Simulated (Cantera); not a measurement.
A perfectly stirred reactor is fed with CH4 : C2H6 : C3H8 : O2 : N2 = 1 : 0.46 : 1.1 : 8.28 : 31.1 (molar parts), equivalence ratio 1.1, at 1.00 bar; it is adiabatic with a 750 K inlet, and is followed from long to short residence time, starting on the burning branch (τ in s: 0.063, 0.028, 0.013, 0.0057, 0.0026, 0.0012, 0.00052, 0.00024, 0.00011, 4.8e-05, 2.2e-05).

Cantera simulation using GRI-Mech 3.0 (53 species, 325 reactions); the numbers are that mechanism's predictions, not measurements. GRI-Mech 3.0 was tuned for natural gas; its chemistry of propane as a main component is partial and can be far from experiment.

### Question
What does this change do: 3.2 parts H2O added?

### Answer
```tsv
quantity	before	after
blow-out, bracketed by the residence times tried	burning at 48.0 µs, out at 22.0 µs	burning at 48.0 µs, out at 22.0 µs
x(CH4) at τ = 63.0 ms	6.98e-7	1.16e-6
x(C2H6) at τ = 63.0 ms	2.44e-8	3.21e-8
x(C3H8) at τ = 63.0 ms	7.05e-8	8.83e-8
x(C2H4) at τ = 63.0 ms	2.59e-7	4.06e-7
x(CH2O) at τ = 63.0 ms	3.38e-7	4.58e-7
x(CH4) at τ = 1.20 ms	1.52e-5	1.93e-5
x(C2H6) at τ = 1.20 ms	1.17e-6	1.46e-6
x(C3H8) at τ = 1.20 ms	2.42e-6	2.92e-6
x(C2H4) at τ = 1.20 ms	5.74e-6	8.41e-6
x(CH2O) at τ = 1.20 ms	8.38e-6	9.38e-6
```

### Question
What does this change do: inlet temperature 750 to 325 K?

### Answer
| quantity | before | after |
|---|---|---|
| blow-out, bracketed by the residence times tried | burning at 48.0 µs, out at 22.0 µs | burning at 0.110 ms, out at 48.0 µs |
| x(CH4) at τ = 63.0 ms | 6.98e-7 | 2.15e-6 |
| x(C2H6) at τ = 63.0 ms | 2.44e-8 | 6.85e-8 |
| x(C3H8) at τ = 63.0 ms | 7.05e-8 | 1.63e-7 |
| x(C2H4) at τ = 63.0 ms | 2.59e-7 | 8.53e-7 |
| x(CH2O) at τ = 63.0 ms | 3.38e-7 | 7.80e-7 |
| x(CH4) at τ = 1.20 ms | 1.52e-5 | 2.68e-5 |
| x(C2H6) at τ = 1.20 ms | 1.17e-6 | 2.36e-6 |
| x(C3H8) at τ = 1.20 ms | 2.42e-6 | 4.36e-6 |
| x(C2H4) at τ = 1.20 ms | 5.74e-6 | 1.26e-5 |
| x(CH2O) at τ = 1.20 ms | 8.38e-6 | 1.16e-5 |
